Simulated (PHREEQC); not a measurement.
Solution (25 °C): 0.17 mol NH4HF2, 0.00013 mol H2SiF6 and 0.076 mol HBF4 per kg of water. Closed to the air; pH follows from the charge balance.

All values are PHREEQC results (ion-association model, phreeqc.dat), not measurements.

| quantity | before | after |
|---|---|---|
| pH | 2.46 | 2.02 |
| HF (mol/kgw) | 0.200 | 0.143 |
| F- (mol/kgw) | 0.0557 | 0.0132 |
| NH3 (mol/kgw) | 1.86e-8 | 3.67e-9 |
| SI of Quartz (SiO2) | -12.37 | -10.47 |

### Question
What was changed between the two runs?
(A) NH4HF2 from 0.17 to 0.085 mol/kgw
(B) HBF4 replaced by NaF at the same molality
(C) HBF4 left out
(D) H2SiF6 from 0.00013 to 0.0013 mol/kgw

### Answer
A, NH4HF2 from 0.17 to 0.085 mol/kgw

No solid was allowed to form. SiF6-2 is the database's only silicon fluoride. Real BF4- forms and hydrolyses slowly; the run takes it at equilibrium.
